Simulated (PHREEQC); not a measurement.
**Leach liquor: an equilibrium model**

Make-up at 25 °C and 50 atm: 42 mmol/kgw HCl, 50 mmol/kgw CuSO4 and 0.085 mmol/kgw Fe2(SO4)3. Closed to the air; pH follows from the charge balance.

Equilibrium calculation in PHREEQC: ion-association model, phreeqc.dat.

This is a speciation only: nothing precipitates in the calculation.

**Question.** What pH, density, ionic strength does the model give?

**Answer.** pH 1.68; density 1.008 g/cm³; ionic strength 0.149 mol/kgw.

**Question.** In which forms is Fe present?

**Answer.** FeSO4+ 72 %, Fe(SO4)2- 10 %, FeHSO4+2 9.2 %, Fe+3 5.1 %, FeCl+2 2.2 %, FeOH+2 0.7 % of the Fe.

Saturation is exceeded, for instance for Hematite (slow to form), Goethite (slow to form); the values hold only as long as no solid forms. Under pressure, the constants of complexes without a molar volume in the database are unreliable.
